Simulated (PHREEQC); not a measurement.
A solution holds 1 mol KOH, 0.02 mol BaCl2 and 1.7 mol KBr per kg of water, at 25 °C. Closed to the air; pH follows from the charge balance.

Equilibrium calculation in PHREEQC: Pitzer model, pitzer.dat.

Problem. The ionic strength comes out as 2.76 mol/kgw. What activity coefficients do Cl-, Ba+2, OH-, Br-, K+ get?

Solution. Cl- 0.57, Ba+2 0.11, OH- 0.84, Br- 0.57, K+ 0.62. Single-ion values are on the MacInnes scale.

This is a speciation only: nothing precipitates in the calculation. Complexes and solids missing from the database can't appear. In brines, pH and single-ion activities rest on the MacInnes convention.
